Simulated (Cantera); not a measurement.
A freely propagating, adiabatic, planar premixed flame of 29.0 % H₂, 14.5 % O₂, 56.5 % N₂, unburnt at 398 K and 9.87 atm; unity-Lewis-number transport, grid criteria slope 0.08 and curve 0.16, no radiation.

Detailed kinetics in Cantera: the H2/O2 subset of GRI-Mech 3.0, which has no nitrogen chemistry. The hydrogen kinetics of GRI-Mech 3.0 are dated; newer H2 mechanisms differ, most at raised pressure. Unity Lewis numbers drop preferential diffusion, which matters most where H2 and H carry the flame. Burning velocities carry a grid error of a few per cent, more on coarse grids.

### Question
Predict: laminar burning velocity; thermal thickness; peak x(OH); peak x(HO₂); peak x(O).

### Answer
| Property | Result |
|---|---|
| laminar burning velocity | 227 cm/s |
| thermal thickness | 0.0228 mm |
| peak x(OH) | 0.0135 |
| peak x(HO₂) | 0.00106 |
| peak x(O) | 0.00488 |
